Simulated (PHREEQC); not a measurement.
Consider water at 25 °C with 0.023 mol/kgw H3PO4, 0.0012 mol/kgw HF and 0.0003 mol/kgw H4SiO4. Closed to the air; pH follows from the charge balance.

Model: ion-association model, wateq4f.dat, run in PHREEQC.

```json
[
 {"quantity": "pH", "before": "2.03", "after": "2.70"},
 {"quantity": "ionic strength (mol/kgw)", "before": "0.0103", "after": "0.00211"},
 {"quantity": "H3PO4 (mol/kgw)", "before": "0.0128", "after": "0.000505"},
 {"quantity": "H2PO4- (mol/kgw)", "before": "0.0102", "after": "0.00179"},
 {"quantity": "HPO4-2 (mol/kgw)", "before": "9.18e-8", "after": "6.45e-8"},
 {"quantity": "SI of Chalcedony (SiO2)", "before": "+0.03", "after": "+0.02"}
]
```

**Question.** Which change was made?
A. HF left out
B. temperature from 25 to 35 °C
C. H3PO4 from 0.023 to 0.0023 mol/kgw

**Answer.** C, H3PO4 from 0.023 to 0.0023 mol/kgw

Precipitation was switched off in this run. Some of these states are supersaturated (in Quartz (slow to form), for instance). H3PO4, which wateq4f.dat lacks, is added to it with the constant of phreeqc.dat. SiF6-2 is the database's only silicon fluoride.
